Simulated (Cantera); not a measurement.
A Cantera script and what it prints.

```python
import numpy as np
import cantera as ct

gas_names = [...]  # 62 gases of nasa_gas.yaml made of F, H, N, O, S
cond_names = """
    H2O(s) H2O(L) H2SO4(L) S(cr1) S(cr2) S(L)
""".split()


# ... load() reads the species with a 1 bar reference pressure and builds the phases ...
atoms = {
    'SF6': {'S': 1, 'F': 6},
    'H2O': {'H': 2, 'O': 1},
    'N2': {'N': 2},
    'O2': {'O': 2},
}
top_T = {}  # K; cautious upper limits of use, not melting points


# ... equilibrate(T, P, feed) seeds the gas with the atoms and calls Mixture.equilibrate('TP', solver="vcs", rtol=1e-11, max_steps=5000) ...
results = []
feed = {'SF6': 1, 'H2O': 5.5, 'N2': 33, 'O2': 0.025}  # mol
P = 27  # Pa
for T in [1298, 1398, 1498, 1598, 1698, 1798, 1898, 1998, 2098, 2198, 2298, 2398]:
    mix = equilibrate(T, P, feed)
    results.append((T, P, feed, dict(zip(mix.species_names, mix.species_moles))))

top = {s: max(r[3][s] / sum(r[3][g] for g in gas_names) for r in results) for s in gas_names}
cols = sorted((s for s in top if top[s] > 0.0001), key=lambda s: -top[s])[:5]
seen = [c for c in cond_names if any(r[3].get(c, 0) > 1e-12 for r in results)]
print("log10 of partial pressures in bar; condensed amounts in mol")
print(f"{'T/K':>10s}" + "".join(f"{s[:9]:>10s}" for s in cols + seen))
for T, P, feed, n in results:
    ng = sum(n[g] for g in gas_names)
    print(f"{T:10.4g}" + "".join(f"{np.log10(max(n[s] / ng * P / 1e5, 1e-99)):10.3f}" for s in cols)
          + "".join(f"{n.get(c, 0):10.4g}" for c in seen))
```

It prints:

```
log10 of partial pressures in bar; condensed amounts in mol
       T/K        N2        HF         H       H2O         O
      1298    -3.684    -4.424   -10.540    -4.805    -9.510
      1398    -3.684    -4.424    -9.535    -4.805    -8.780
      1498    -3.684    -4.424    -8.663    -4.806    -8.148
      1598    -3.684    -4.424    -7.899    -4.808    -7.595
      1698    -3.684    -4.425    -7.226    -4.814    -7.106
      1798    -3.685    -4.425    -6.633    -4.829    -6.669
      1898    -3.687    -4.427    -6.115    -4.860    -6.269
      1998    -3.690    -4.430    -5.670    -4.924    -5.900
      2098    -3.697    -4.437    -5.300    -5.041    -5.560
      2198    -3.707    -4.447    -5.008    -5.245    -5.259
      2298    -3.719    -4.462    -4.799    -5.573    -5.010
      2398    -3.732    -4.479    -4.671    -6.042    -4.821
```

These are equilibrium values from Cantera (NASA tables, ideal gas, pure condensed phases), not measurements of a reactor.
